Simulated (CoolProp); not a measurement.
A single-stage vapour-compression cycle with the fluid: evaporating at 201.15 K (dew point), condensing at 261.15 K (bubble point), superheat 2 K, subcooling 2 K, compressor efficiency 0.6, no pressure losses. The same conditions are run with several fluids, on thermodynamics alone (safety and materials aside).

Computed with CoolProp (reference Helmholtz-energy equation of state of each fluid (R143a: Lemmon and Jacobsen 2000; hydrogen chloride: Thol 2018; R13: Platzer 1990; carbonyl sulfide: Lemmon 2006; CH3F (R41): Lemmon 2006)). The equations of Platzer and Polt are older, rougher fits.

| fluid | cooling COP | pressure ratio | discharge temperature (K) | refrigerating effect (kJ/kg) | volumetric capacity (kJ/m³) |
|---|---|---|---|---|---|
| R143a | 1.56 | 15.8 | (withheld) | 167 | 224 |
| hydrogen chloride | 1.44 | (withheld) | (withheld) | 329 | (withheld) |
| R13 | 1.41 | 8.79 | (withheld) | 88.1 | 942 |
| carbonyl sulfide | 1.57 | (withheld) | 436.9 | 255 | 298 |
| CH3F (R41) | (withheld) | 10.2 | 417.2 | (withheld) | 1060 |

Question: What belongs in the gaps?

Answer: 
- R143a, discharge temperature (K): 331.3
- hydrogen chloride, pressure ratio: 9.30
- hydrogen chloride, discharge temperature (K): 490.6
- hydrogen chloride, volumetric capacity (kJ/m³): 1500
- R13, discharge temperature (K): 320.2
- carbonyl sulfide, pressure ratio: 13.8
- CH3F (R41), cooling COP: 1.47
- CH3F (R41), refrigerating effect (kJ/kg): 353
